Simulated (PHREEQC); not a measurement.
Model water analysis in mmol/kgw, 20 °C, pH 3.15, pe 8.1: Na 7.71; K 3.46; Ca 3.17; Mg 0.564; Cl 2.83; S(6) 8.6; Zn 0.28; F 0.0361; Br 0.00319.

Cl is adjusted to close the charge balance.
Valence states are taken as typed.

The numbers come from PHREEQC with the ion-association model, phreeqc.dat.

Precipitation was switched off in this run.

Problem. Predict the ionic strength.

Solution. ionic strength 0.0275 mol/kgw.

Problem. In which forms is Mg present?

Solution. Mg+2 70 %, MgSO4 30 % of the Mg.
